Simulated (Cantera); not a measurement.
**Ignition delay**

Mixture: H2 : O2 : N2 = 1 : 0.962 : 5.48 (molar parts), at 7.90 atm, adiabatic and at constant pressure. Ignition delay is the time to a rise of 400 K.

Detailed kinetics in Cantera: the H2/O2 subset of GRI-Mech 3.0, which has no nitrogen chemistry. The hydrogen kinetics of GRI-Mech 3.0 are dated; newer H2 mechanisms differ, most at raised pressure. Where the delays flatten at high temperature, the 400 K rule measures the pace of heat release, not the induction time.

```tsv
T0 (K)	delay (ms)
1000	16.2
1100	1.32
1200	0.0356
1300	0.00754
1400	0.00416
1500	0.00287
1600	0.00224
1700	0.00192
1800	0.00177
```
